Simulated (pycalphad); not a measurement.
Effect of Si content in Fe-Si

Source of the numbers: pycalphad with the COST 507 light-alloy database (1999); pressure 1 atm. The database dates from 1999; later assessments differ in places, in temperatures and in the compounds included. Amounts are mole fractions of atoms. Kinetics are ignored, which matters at the lower temperatures.

Q: One of these alloys has its liquidus at 1800 K, its solidus at 1793 K, and holds bcc 1.00 at 975 K. Which?
A) Fe-1.459Si (wt.%)
B) Fe-2.961Si (wt.%)
C) Fe-0.7243Si (wt.%)
D) Fe-0.1814Si (wt.%)

A: C, Fe-0.7243Si (wt.%). The others: Fe-0.1814Si (wt.%), liquidus 1808, solidus 1806; Fe-1.459Si (wt.%), liquidus 1788, solidus 1776; Fe-2.961Si (wt.%), liquidus 1762, solidus 1743
